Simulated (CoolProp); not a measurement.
Vapour-liquid equilibrium of n-octane (1) + ethylbenzene (2) at 0.995 kPa; x and y are mole fractions of (1).

Model: multi-fluid Helmholtz-energy mixture model, Beckmüller 2019 and Zhou 2012; pair parameters Bell 2016, in CoolProp.

```json
[
 {"x": "0.05", "bubble temperature (°C)": "19.8", "y at the bubble point": "0.100", "dew temperature at overall composition x (°C)": "20.2", "liquid density (mol/L)": "8.036"},
 {"x": "0.125", "bubble temperature (°C)": "18.6", "y at the bubble point": "0.221", "dew temperature at overall composition x (°C)": "19.5", "liquid density (mol/L)": "7.856"},
 {"x": "0.2", "bubble temperature (°C)": "17.7", "y at the bubble point": "0.319", "dew temperature at overall composition x (°C)": "18.8", "liquid density (mol/L)": "7.683"},
 {"x": "0.275", "bubble temperature (°C)": "17.0", "y at the bubble point": "0.401", "dew temperature at overall composition x (°C)": "18.1", "liquid density (mol/L)": "7.516"},
 {"x": "0.35", "bubble temperature (°C)": "16.4", "y at the bubble point": "0.472", "dew temperature at overall composition x (°C)": "17.4", "liquid density (mol/L)": "7.355"},
 {"x": "0.425", "bubble temperature (°C)": "15.9", "y at the bubble point": "0.536", "dew temperature at overall composition x (°C)": "16.8", "liquid density (mol/L)": "7.200"},
 {"x": "0.5", "bubble temperature (°C)": "15.5", "y at the bubble point": "0.595", "dew temperature at overall composition x (°C)": "16.2", "liquid density (mol/L)": "7.051"},
 {"x": "0.575", "bubble temperature (°C)": "15.1", "y at the bubble point": "0.652", "dew temperature at overall composition x (°C)": "15.6", "liquid density (mol/L)": "6.908"},
 {"x": "0.65", "bubble temperature (°C)": "14.9", "y at the bubble point": "0.708", "dew temperature at overall composition x (°C)": "15.2", "liquid density (mol/L)": "6.770"},
 {"x": "0.725", "bubble temperature (°C)": "14.6", "y at the bubble point": "0.764", "dew temperature at overall composition x (°C)": "14.8", "liquid density (mol/L)": "6.637"},
 {"x": "0.8", "bubble temperature (°C)": "14.5", "y at the bubble point": "0.822", "dew temperature at overall composition x (°C)": "14.5", "liquid density (mol/L)": "6.509"},
 {"x": "0.875", "bubble temperature (°C)": "14.3", "y at the bubble point": "0.884", "dew temperature at overall composition x (°C)": "14.3", "liquid density (mol/L)": "6.386"},
 {"x": "0.95", "bubble temperature (°C)": "14.3", "y at the bubble point": "0.951", "dew temperature at overall composition x (°C)": "14.3", "liquid density (mol/L)": "6.267"}
]
```

No azeotrope shows between x = 0.05 and 0.95.

The pair parameters rest on a limited set of measurements; away from them the model extrapolates.
